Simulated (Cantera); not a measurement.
Input: 1 mol NH3, 1.4 mol H2O, 4.4 mol H2, equilibrated at 723 K and 1.90 mbar.

Equilibrium computed with Cantera from the NASA thermochemical tables; the gas is ideal and each condensed phase is pure. Candidate condensed phases: H2O; 24 gas species. The numbers say what is thermodynamically allowed, not how fast it happens.

Base state: H2 0.756, H2O 0.179, N2 0.0641 (mole fractions); condensed: gas only.

**Question.** What changes in the equilibrium state with this change: temperature from 723 K to 1698 K?

**Answer.** 
| species | before | after |
|---|---|---|
| H2 | 0.756 | 0.754 |
| H2O | 0.179 | 0.179 |
| N2 | 0.0641 | 0.0640 |
| H | <1e-9 | 0.00288 |
| OH | <1e-9 | 3.52e-5 |
